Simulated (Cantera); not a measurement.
Silicon epitaxy and polysilicon growth: SiCl4 + N2

Charge: 1 mol SiCl4, 21 mol N2, held at 133 Pa.

Equilibrium computed with Cantera from the NASA thermochemical tables; the gas is ideal and each condensed phase is pure. Candidate condensed phases: Si, Si3N4; 13 gas species. The tables' values for SiCl3 are old estimates; treat these amounts as uncertain. Equilibrium is a limit: real reactors are often held back by kinetics, nucleation or transport.

From 1073 K to 1523 K nothing is condensed. The main Si-bearing gas is SiCl4 throughout.

```
T (K)   x N2  x SiCl4      x Cl   x SiCl3   x SiCl2    x Cl2    x SiCl
-----  -----  -------  --------  --------  --------  -------  --------
1073   0.955   0.0454   1.47e-5   1.50e-5   7.94e-8  2.49e-7    <1e-12
1148   0.954   0.0454   6.28e-5   6.24e-5   9.47e-7  7.33e-7    <1e-12
1223   0.954   0.0452  0.000227  0.000215   8.13e-6  1.92e-6    <1e-12
1298   0.954   0.0447  0.000720  0.000625   5.22e-5  4.65e-6  3.99e-12
1373   0.953   0.0435   0.00205   0.00156  0.000257  1.06e-5  8.33e-11
1448   0.949   0.0409   0.00531   0.00335   0.00101  2.28e-5   1.17e-9
1523   0.943   0.0355    0.0125   0.00616   0.00320  4.47e-5   1.18e-8
```
x: gas mole fraction; nothing condenses.
